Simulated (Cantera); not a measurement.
Feed: 1 mol Al(CH₃)₃, 23 mol O₂, 170 mol H₂, equilibrated at 1052 °C and 2.40 Torr.

Method: chemical equilibrium by Gibbs-energy minimisation in Cantera with the NASA 1993 tables (ideal gas, pure condensed phases). Candidate condensed phases: Al, Al₂O₃, C, C₆H₆, C₇H₈, C₈H₁₈, H₂O; 121 gas species. The feed counts by its element totals alone. Equilibrium is a limit: real reactors are often held back by kinetics, nucleation or transport.

Base state: H₂ 0.752, H₂O 0.231, CO 0.0145, CO₂ 0.00240, H 2.51e-5 (mole fractions); condensed: Al₂O₃(s).

### Question
What changes in the equilibrium state with this change: H₂ from 170 to 1.5 mol?

### Answer
```tsv
species	before	after
O₂	<1e-9	0.644
H₂O	0.231	0.238
CO₂	0.00240	0.119
H₂	0.752	7.02e-7
CO	0.0145	6.55e-7
OH	1.13e-7	0.000120
H	2.51e-5	2.42e-8
Al₂O₃(s), mol	0.500	0.500
```

### Question
What changes in the equilibrium state with this change: H₂ from 170 to 840 mol?

### Answer
| species | before | after |
|---|---|---|
| H₂ | 0.752 | 0.948 |
| H₂O | 0.231 | 0.0489 |
| CO | 0.0145 | 0.00344 |
| CO₂ | 0.00240 | 9.53e-5 |
| H | 2.51e-5 | 2.81e-5 |
| Al₂O₃(s), mol | 0.500 | 0.500 |
